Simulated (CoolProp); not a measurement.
Nitrogen along the isobar 7 bar: density (kg/m³) from the reference equation and from simpler models built on Tc = 126.2 K, pc = 33.96 bar, ω = 0.037; each cubic takes its own stable root.

Model: reference Helmholtz-energy equation of state, Span 2000, in CoolProp.

| T (K) | phase | reference | van der Waals | Soave-Redlich-Kwong | Peng-Robinson |
|---|---|---|---|---|---|
| 72.6 | liquid | 828.7 | 569.9 | 832.5 | 939.1 |
| 78.3 | liquid | 803.3 | 552.6 | 804.8 | 908.9 |
| 84.1 | liquid | 776.1 | 533.2 | 773.7 | 874.9 |
| 89.8 | liquid | 747.4 | 31.24 | 739.6 | 837.3 |
| 95.5 | liquid | 716.2 | 28.53 | 701.1 | 794.3 |
| 101.2 | gas | 27.45 | 26.34 | 27.35 | 27.65 |
| 106.9 | gas | 25.20 | 24.50 | 25.19 | 25.45 |
| 112.7 | gas | 23.36 | 22.92 | 23.39 | 23.61 |
| 118.4 | gas | 21.85 | 21.57 | 21.89 | 22.09 |
| 124.1 | gas | 20.57 | 20.38 | 20.60 | 20.78 |
| 129.8 | gas | 19.45 | 19.33 | 19.48 | 19.64 |
| 135.5 | gas | 18.46 | 18.39 | 18.49 | 18.63 |
| 141.3 | gas | 17.57 | 17.53 | 17.59 | 17.72 |
| 147 | gas | 16.78 | 16.77 | 16.80 | 16.92 |

At some of these states van der Waals gives the other phase, because its saturation line lies elsewhere.
